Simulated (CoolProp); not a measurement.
The numbers come from the reference Helmholtz-energy equation of state, Lemmon 2006 in CoolProp. It is a short technical equation, of lower accuracy than the large ones.

Problem. For neopentane, give the phase and the density (kg/m³), cv (kJ/(kg K)), speed of sound (m/s) at 467.2 K and 44.3 bar; 479 K and 44.3 bar.

Solution. 
- 467.2 K and 44.3 bar: supercritical; density 175, cv 2.51, speed of sound 133
- 479 K and 44.3 bar: supercritical; density 144, cv 2.52, speed of sound 150
